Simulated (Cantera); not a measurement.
An isothermal, constant-pressure homogeneous reactor starts with C₂H₆ : H₂ = 1 : 16 (molar parts), at 1650 K and 240 Pa. Integrator tolerance rtol = 1e-08.

Detailed kinetics in Cantera: GRI-Mech 3.0 (53 species, 325 reactions). GRI-Mech 3.0 stops at C3 and has no aromatics, soot or wall deposition, so with more carbon than oxygen in the feed, carbon stays in small species such as C2H2 where larger ones or solid carbon would form. Radical loss at walls, strong at low pressure, is not modelled.

### Question
What does this change do: 1.4 parts H2O added?

### Answer
| quantity | before | after |
|---|---|---|
| x(C₂H₆) at 50.0 s | 6.43e-9 (gas-phase equilibrium 5.97e-11) | 6.33e-8 (gas-phase equilibrium 1.48e-11) |
| x(H₂) at 50.0 s | 0.945 (gas-phase equilibrium 0.946) | 0.893 (gas-phase equilibrium 0.920) |
| x(CH₂) at 50.0 s | 8.83e-8 (gas-phase equilibrium 7.26e-9) | 2.27e-7 (gas-phase equilibrium 3.66e-9) |
| x(H) at 50.0 s | 0.00176 (gas-phase equilibrium 0.00182) | 0.00144 (gas-phase equilibrium 0.00179) |
| x(C₂H₂) at 50.0 s | 0.0520 (gas-phase equilibrium 0.0525) | 0.0344 (gas-phase equilibrium 0.0137) |

### Question
What does this change do: pressure from 240 Pa to 1330 Pa?

### Answer
```
quantity                                             before                                      after
-----------------  ----------------------------------------  -----------------------------------------
x(C₂H₆) at 50.0 s  6.43e-9 (gas-phase equilibrium 5.97e-11)    3.87e-9 (gas-phase equilibrium 1.84e-9)
x(H₂) at 50.0 s         0.945 (gas-phase equilibrium 0.946)        0.946 (gas-phase equilibrium 0.946)
x(CH₂) at 50.0 s    8.83e-8 (gas-phase equilibrium 7.26e-9)    1.24e-8 (gas-phase equilibrium 7.25e-9)
x(H) at 50.0 s      0.00176 (gas-phase equilibrium 0.00182)  0.000769 (gas-phase equilibrium 0.000771)
x(C₂H₂) at 50.0 s     0.0520 (gas-phase equilibrium 0.0525)      0.0521 (gas-phase equilibrium 0.0523)
```
